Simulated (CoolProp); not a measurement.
Properties of carbon monoxide along the isotherm -164.45 °C.

Computed with CoolProp (reference Helmholtz-energy equation of state, Lemmon 2006). It is a short technical equation, of lower accuracy than the large ones.

```
p (MPa)   phase  density (kg/m³)  cp (kJ/(kg K))  cv (kJ/(kg K))
-------  ------  ---------------  --------------  --------------
0.0166      gas           0.5159           1.043          0.7435
0.0378      gas            1.179           1.049          0.7452
0.0859      gas            2.702           1.063          0.7490
0.196       gas            6.290           1.096          0.7584
0.445       gas            15.01           1.193          0.7844
1.01     liquid            655.8           2.511           1.005
2.31     liquid            664.8           2.415           1.005
5.25     liquid            681.9           2.270           1.009
```
